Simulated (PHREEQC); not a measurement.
Consider water at 20 °C with 1 mol K2CO3 and 0.017 mol NaHCO3 per kg of water. Closed to the air; pH follows from the charge balance.

Model: Pitzer model, pitzer.dat, run in PHREEQC.

Precipitation was switched off in this run.

Task: Estimate the pH.

Result: pH 11.50.

Task: In which forms is C present?

Result: CO3-2 98 %, HCO3- 1.9 % of the C.

In brines, pH and single-ion activities rest on the MacInnes convention.
